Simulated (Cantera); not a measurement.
An isothermal, constant-pressure homogeneous reactor starts with 2.15 % H₂, 97.8 % O₂, equivalence ratio 0.011, at 1225 K and 10.00 Torr.

Cantera simulation using the H2/O2 subset of GRI-Mech 3.0, which has no nitrogen chemistry; the numbers are that mechanism's predictions, not measurements. Radical loss at walls, strong at low pressure, is not modelled.

x: mole fraction; the columns are a selection and need not sum to one.

| t (s) | x H₂ | x O₂ | x H₂O | x H₂O₂ | x HO₂ |
|---|---|---|---|---|---|
| 0.000600 | 0.0215 | 0.978 | 5.81e-8 | 1.18e-11 | 1.86e-8 |
| 0.00129 | 0.0215 | 0.978 | 1.25e-6 | 5.47e-11 | 4.27e-8 |
| 0.00278 | 0.0209 | 0.978 | 0.000442 | 1.57e-9 | 8.36e-7 |
| 0.00600 | ___ | 0.960 | 0.0191 | ___ | ___ |
| 0.0129 | 0.000170 | 0.961 | 0.0198 | 3.72e-8 | 1.57e-6 |
| 0.0278 | 0.000148 | 0.963 | 0.0200 | 3.70e-8 | 1.49e-6 |
| 0.0600 | 0.000111 | 0.967 | 0.0204 | 3.62e-8 | 1.33e-6 |
| 0.129 | 6.58e-5 | 0.972 | 0.0209 | 3.37e-8 | 1.06e-6 |
| 0.278 | 2.85e-5 | 0.975 | 0.0213 | 2.79e-8 | 6.97e-7 |
| 0.600 | ___ | 0.977 | 0.0215 | ___ | ___ |
| 1.29 | 2.59e-6 | 0.978 | 0.0216 | 1.06e-8 | 1.55e-7 |
| 2.78 | 7.01e-7 | 0.978 | 0.0217 | 4.91e-9 | 5.74e-8 |
| 6.00 | 2.02e-7 | 0.978 | 0.0217 | 2.03e-9 | 2.10e-8 |

Problem. Fill in the missing entries.

Solution. 
- 0.00600, x H₂: 0.000392
- 0.00600, x H₂O₂: 5.57e-8
- 0.00600, x HO₂: 1.83e-6
- 0.600, x H₂: 9.33e-6
- 0.600, x H₂O₂: 1.92e-8
- 0.600, x HO₂: 3.66e-7
